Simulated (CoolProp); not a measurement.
Vapour-liquid equilibrium of R141b (1) + n-pentane (2) at 369 K; x and y are mole fractions of (1).

Model: multi-fluid Helmholtz-energy mixture model, Lemmon 2006 and Thol 2019; pair parameters Bell 2016, in CoolProp.

| x | bubble pressure, mixture model (MPa) | bubble pressure, Raoult's law (MPa) | y, mixture model | y, Raoult's law |
|---|---|---|---|---|
| 0.05 | … | 0.5435 | … | 0.057 |
| 0.2 | 0.5911 | 0.5551 | … | 0.222 |
| 0.35 | 0.6137 | 0.5666 | 0.392 | 0.381 |
| 0.5 | 0.6268 | 0.5782 | 0.523 | 0.533 |
| 0.65 | … | 0.5897 | 0.654 | 0.680 |
| 0.8 | … | 0.6013 | 0.792 | 0.820 |
| 0.95 | … | 0.6128 | 0.945 | 0.956 |

Fill in the missing entries.


- 0.05, bubble pressure, mixture model (MPa): 0.5554
- 0.05, y, mixture model: 0.072
- 0.2, y, mixture model: 0.248
- 0.65, bubble pressure, mixture model (MPa): 0.6321
- 0.8, bubble pressure, mixture model (MPa): 0.6302
- 0.95, bubble pressure, mixture model (MPa): 0.6212

The largest gap from Raoult's law is +8.4 % in bubble pressure, at x = 0.5. y crosses x between x = 0.65 and 0.8: the model has an azeotrope there.

The pair parameters rest on a limited set of measurements; away from them the model extrapolates.
